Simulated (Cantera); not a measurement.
Feed: 1 mol H2O, 4.2 mol H2, 46 mol N2, held at 1875 °C and 14.0 Pa.

These are equilibrium values from Cantera (NASA tables, ideal gas, pure condensed phases), not measurements of a reactor. Candidate condensed phases: H2O; 24 gas species. The numbers say what is thermodynamically allowed, not how fast it happens.

Base state: N2 0.860, H 0.0757, H2 0.0461, H2O 0.0121, O 0.00296, OH 0.00255, NO 0.000462, O2 0.000329 (mole fractions); condensed: gas only.

What changes in the equilibrium state with this change: temperature from 1875 °C to 1775 °C?


```
species    before     after
-------  --------  --------
N2          0.860     0.876
H2         0.0461    0.0589
H          0.0757    0.0459
H2O        0.0121    0.0165
O         0.00296  0.000788
O2       0.000329   9.45e-5
NO       0.000462  0.000195
OH        0.00255   0.00140
```
